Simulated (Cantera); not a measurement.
An adiabatic, constant-pressure homogeneous reactor starts with CH4 : O2 : N2 = 1 : 2.02 : 7.6 (molar parts), equivalence ratio 0.99, at 1798 K and 353 Torr.

Cantera simulation using GRI-Mech 3.0 (53 species, 325 reactions); the numbers are that mechanism's predictions, not measurements.

Problem. Predict: time of steepest temperature rise; temperature at 0.200 s; equilibrium temperature; x(O2) at 0.200 s; x(CO2) at 0.200 s; x(HCO) at 0.200 s.

Solution. 
```json
{
  "time_of_steepest_temperature_rise": "0.229 ms",
  "temperature at 0.200 s": "2770 K",
  "equilibrium_temperature": "2770 K",
  "x(O2) at 0.200 s": "0.0249 (gas-phase equilibrium 0.0249)",
  "x(CO2) at 0.200 s": "0.0394 (gas-phase equilibrium 0.0394)",
  "x(HCO) at 0.200 s": "3.80e-8 (gas-phase equilibrium 3.80e-8)"
}
```
